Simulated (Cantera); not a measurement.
**Adiabatic ignition**

An adiabatic, constant-pressure homogeneous reactor starts with CO : H2 : O2 : N2 : CO2 = 1 : 0.18 : 0.983 : 3.7 : 0.23 (molar parts), at 1050 K and 4.93 atm.

Computed with Cantera and GRI-Mech 3.0 (53 species, 325 reactions). The hydrogen kinetics of GRI-Mech 3.0 are dated; newer H2 mechanisms differ, most at raised pressure.

| t (s) | T (K) | x CO | x H2 | x O2 | x CO2 | x NO | x N2O | x OH |
|---|---|---|---|---|---|---|---|---|
| 3.00e-6 | 1050 | 0.164 | 0.0295 | 0.161 | 0.0377 | <1e-12 | <1e-12 | 1.19e-10 |
| 8.23e-6 | 1050 | 0.164 | 0.0295 | 0.161 | 0.0377 | <1e-12 | <1e-12 | 2.39e-10 |
| 2.26e-5 | 1050 | 0.164 | 0.0295 | 0.161 | 0.0377 | <1e-12 | <1e-12 | 4.27e-10 |
| 6.20e-5 | 1050 | 0.164 | 0.0295 | 0.161 | 0.0377 | <1e-12 | <1e-12 | 1.09e-9 |
| 0.000170 | 1050 | 0.164 | 0.0295 | 0.161 | 0.0378 | <1e-12 | 2.63e-12 | 6.36e-9 |
| 0.000468 | 1051 | 0.164 | 0.0295 | 0.161 | 0.0379 | <1e-12 | 1.22e-10 | 2.27e-7 |
| 0.00128 | 1680 | 0.103 | 0.000909 | 0.115 | 0.107 | 3.18e-6 | 1.24e-6 | 0.00285 |
| 0.00352 | 2415 | 0.00821 | 0.000198 | 0.0731 | 0.214 | 0.00156 | 1.14e-6 | 0.00313 |
| 0.00967 | 2409 | 0.00807 | 0.000195 | 0.0715 | 0.214 | 0.00472 | 1.13e-6 | 0.00306 |
| 0.0265 | 2403 | 0.00789 | 0.000192 | 0.0695 | 0.214 | 0.00868 | 1.14e-6 | 0.00297 |
| 0.0729 | 2400 | 0.00782 | 0.000190 | 0.0688 | 0.215 | 0.0101 | 1.15e-6 | 0.00294 |
| 0.200 | 2400 | 0.00782 | 0.000190 | 0.0688 | 0.215 | 0.0101 | 1.15e-6 | 0.00294 |
x: mole fraction; the columns are a selection and need not sum to one.

- time of steepest temperature rise: 1.27 ms
- temperature at 0.200 s: 2400 K
- equilibrium temperature: 2400 K
- x(CO) at 0.200 s: 0.00782 (gas-phase equilibrium 0.00782)
- x(H2) at 0.200 s: 0.000190 (gas-phase equilibrium 0.000190)
- x(O2) at 0.200 s: 0.0688 (gas-phase equilibrium 0.0688)
